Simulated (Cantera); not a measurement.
Feed: 1 mol Si3N4, 6 mol O2, held at 1777 °C and 0.100 bar.

Method: chemical equilibrium by Gibbs-energy minimisation in Cantera with the NASA 1993 tables (ideal gas, pure condensed phases). Candidate condensed phases: Si, SiO2, Si2N2O, Si3N4; 16 gas species. The tables hold silica as quartz up to 1696 K and as liquid above; real silica turns to tridymite and cristobalite and melts near 1996 K. The numbers say what is thermodynamically allowed, not how fast it happens.

Base state: O2 0.593, N2 0.394, NO 0.0104, O 0.00237 (mole fractions); condensed: SiO2(l).

### Question
What changes in the equilibrium state with this change: O2 from 6 to 0.27 mol?

### Answer
```json
[
 {"species": "N2", "before": "0.394", "after": "0.787"},
 {"species": "SiO", "before": "2.64e-6", "after": "0.212"},
 {"species": "Si", "before": "<1e-9", "after": "0.000773"},
 {"species": "O2", "before": "0.593", "after": "<1e-9"},
 {"species": "NO", "before": "0.0104", "after": "<1e-9"},
 {"species": "O", "before": "0.00237", "after": "<1e-9"},
 {"species": "Si2N", "before": "<1e-9", "after": "6.30e-5"},
 {"species": "SiO2(l), mol", "before": "3.00", "after": "0"},
 {"species": "Si(l), mol", "before": "0", "after": "2.46"}
]
```
The tables' values for SiN are old estimates; treat these amounts as uncertain.

### Question
What changes in the equilibrium state with this change: O2 from 6 to 1.5 mol?

### Answer
```tsv
species	before	after
SiO	2.64e-6	0.600
N2	0.394	0.400
Si	<1e-9	1.10e-5
O2	0.593	<1e-9
NO	0.0104	4.61e-8
O	0.00237	1.04e-8
SiO2(l), mol	3.00	0
```
